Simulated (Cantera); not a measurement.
Input: 1 mol AlN, 1 mol Br2, 2.7 mol O2, at 0.0150 bar.

These are equilibrium values from Cantera (NASA tables, ideal gas, pure condensed phases), not measurements of a reactor. Candidate condensed phases: Al, AlBr3, AlN, Al2O3, Br2; 21 gas species. Equilibrium is a limit: real reactors are often held back by kinetics, nucleation or transport. All values below are at 925 K.

Base state: O2 0.563, Br2 0.284, N2 0.144, Br 0.00959 (mole fractions); condensed: Al2O3(s).

**Question.** What changes in the equilibrium state with this change: O2 from 2.7 to 0.031 mol?

**Answer.** 
| species | before | after |
|---|---|---|
| AlBr3 | <1e-9 | 0.652 |
| N2 | 0.144 | 0.347 |
| Al2Br6 | <1e-9 | 0.000711 |
| O2 | 0.563 | <1e-9 |
| Br2 | 0.284 | 3.27e-8 |
| Br | 0.00959 | 3.26e-6 |
| Al2O3(s), mol | 0.500 | 0.0207 |
| AlN(s), mol | 0 | 0.292 |
